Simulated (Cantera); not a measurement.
Input: 1 mol SiCl₄, a varied amount of C₃H₈, 67 mol H₂, equilibrated at 1923.15 K and 0.900 Torr.

Equilibrium computed with Cantera from the NASA thermochemical tables; the gas is ideal and each condensed phase is pure. Candidate condensed phases: C, C₆H₆, C₇H₈, C₈H₁₈, Si, SiC; 109 gas species. Gases not in the tables: Si₂H₆ and higher silanes. Kinetics and transport are ignored.

**Question.** What share of the Si ends up in condensed phases as a function of n(C₃H₈) (mol), at 0.061, 0.072, 0.085, 0.1, 0.12, 0.14, 0.16, 0.19, 0.23, 0.27, 0.32, 0.37?

**Answer.** 
```
n(C₃H₈) (mol)  Si condensed (%)      as
-------------  ----------------  ------
0.061                      17.3  SiC(s)
0.072                      20.6  SiC(s)
0.085                      24.5  SiC(s)
0.1                        29.1  SiC(s)
0.12                       35.1  SiC(s)
0.14                       41.2  SiC(s)
0.16                       47.3  SiC(s)
0.19                       56.3  SiC(s)
0.23                       68.3  SiC(s)
0.27                       79.9  SiC(s)
0.32                       91.4  SiC(s)
0.37                       92.7  SiC(s)
```
